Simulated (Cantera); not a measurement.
Input (Python, Cantera):

```python
import numpy as np
import cantera as ct

gas = ct.Solution("SiF4_NH3_mec.yaml", "gas")
gas.TPX = 2298, 84000, {'NH3': 1, 'H2': 12}
inlet = ct.Reservoir(gas, clone=True)

reactor = ct.IdealGasConstPressureReactor(gas, energy="off", clone=False)
exhaust = ct.Reservoir(gas, clone=True)
tau = [4.6, 1.6, 0.54, 0.19, 0.064, 0.022, 0.0075][0]
for a, b in ((inlet, reactor), (reactor, exhaust)):
    ct.MassFlowController(a, b, mdot=lambda t: reactor.mass / tau)
net = ct.ReactorNet([reactor])
show = ['NH3', 'H2', 'NH', 'N', 'N2', 'H']

rows = []
print(f"{'tau/s':>10s}{'T/K':>9s}" + "".join(f"{s:>11s}" for s in show))
for tau in [4.6, 1.6, 0.54, 0.19, 0.064, 0.022, 0.0075]:
    net.initial_time = 0.0
    net.advance(30 * tau)
    before = gas.X
    net.advance(40 * tau)
    drift = np.max(np.abs(gas.X - before) / (gas.X + 1e-9))
    rows.append([gas.T, *gas[show].X, drift])
    print(f"{tau:10.3e}{gas.T:9.1f}" + "".join(f"{x:11.3e}" for x in gas[show].X))
```

Result:

```
     tau/s      T/K        NH3         H2         NH          N         N2          H
 4.600e+00   2298.0  2.599e-04  9.541e-01  2.086e-06  1.041e-06  3.540e-02  1.025e-02
 1.600e+00   2298.0  4.441e-04  9.540e-01  3.527e-06  1.752e-06  3.532e-02  1.020e-02
 5.400e-01   2298.0  7.831e-04  9.540e-01  6.032e-06  2.951e-06  3.515e-02  1.005e-02
 1.900e-01   2298.0  1.411e-03  9.540e-01  1.001e-05  4.701e-06  3.486e-02  9.651e-03
 6.400e-02   2298.0  2.945e-03  9.542e-01  1.649e-05  6.881e-06  3.414e-02  8.587e-03
 2.200e-02   2298.0  7.734e-03  9.536e-01  2.484e-05  7.841e-06  3.191e-02  6.513e-03
 7.500e-03   2298.0  2.136e-02  9.482e-01  3.312e-05  7.248e-06  2.554e-02  4.515e-03
```

Computed with Cantera and the gas-phase N/H chemistry of the illustrative SiF4/NH3 mechanism in the Surface Chemkin manual (1991). Walls and surfaces, which speed up NH3 decomposition in real reactors, are not modelled.
